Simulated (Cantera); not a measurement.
An isothermal, constant-pressure homogeneous reactor starts with CH4 : N2 = 1 : 77 (molar parts), at 1950 K and 14.3 Torr.

Computed with Cantera and GRI-Mech 3.0 (53 species, 325 reactions). GRI-Mech 3.0 stops at C3 and has no aromatics, soot or wall deposition, so with more carbon than oxygen in the feed, carbon stays in small species such as C2H2 where larger ones or solid carbon would form. Radical loss at walls, strong at low pressure, is not modelled.

One state of this run: x CH4 = 0.00811; x H = 8.02e-5; x C2H2 = 0.00116; x HCN = 1.71e-6; x CH3 = 0.00119. x: mole fraction; the columns are a selection and need not sum to one.

### Question
Which value of t (s) does it belong to?
A) 0.0167
B) 0.00469
C) 0.00249
D) 0.112

### Answer
A, 0.0167
